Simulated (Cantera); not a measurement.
A perfectly stirred reactor is fed with CH₄ : O₂ : N₂ = 1 : 1.25 : 4.12 (molar parts), at 1000000 Pa; it is adiabatic with a 500 K inlet, and is followed from long to short residence time, starting on the burning branch (τ in s: 0.028, 0.013, 0.0063, 0.003, 0.0014, 0.00068, 0.00032, 0.00015, 7.4e-05, 3.5e-05).

Detailed kinetics in Cantera: GRI-Mech 3.0 (53 species, 325 reactions).

x: mole fraction; the columns are a selection and need not sum to one.

```
τ (s)    T (K)    x CH₄      x O₂     x CH₃    x CH₂O    x CO
-------  -----  -------  --------  --------  --------  ------
0.028     2084  0.00181  0.000117  0.000107   3.09e-6   0.101
0.013     2089  0.00281  0.000238  0.000178   5.54e-6  0.0988
0.0063    2094  0.00398  0.000463  0.000276   9.46e-6  0.0954
0.0030    2097  0.00539  0.000902  0.000416   1.62e-5  0.0914
0.0014    2097  0.00708   0.00178  0.000613   2.83e-5  0.0872
0.00068   2089  0.00905   0.00338  0.000861   4.83e-5  0.0836
0.00032   2064      [?]       [?]       [?]       [?]  0.0807
0.00015   1984   0.0181    0.0162   0.00155  0.000197  0.0784
7.4e-5     500    0.157     0.196    <1e-12    <1e-12  <1e-12
3.5e-5     500    0.157     0.196    <1e-12    <1e-12  <1e-12
```

### Question
What belongs in the gaps?

### Answer

- 0.00032, x CH₄: 0.0119
- 0.00032, x O₂: 0.00679
- 0.00032, x CH₃: 0.00119
- 0.00032, x CH₂O: 8.78e-5
